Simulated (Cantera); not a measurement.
Charge: 1 mol Fe₂O₃, 160 mol H₂, 2.5 mol N₂, held at 20.3 Torr.

These are equilibrium values from Cantera (NASA tables, ideal gas, pure condensed phases), not measurements of a reactor. Candidate condensed phases: Fe, FeO, Fe(OH)₂, Fe(OH)₃, Fe₂O₃, Fe₃O₄, H₂O; 27 gas species. Equilibrium is a limit: real reactors are often held back by kinetics, nucleation or transport.

**Question.** At 1500 K, list the 4 most abundant gas species with their mole fractions, and the condensed phases.

**Answer.** H₂ 0.966, H₂O 0.0185, N₂ 0.0154, H 0.000105. Condensed: Fe(γ).
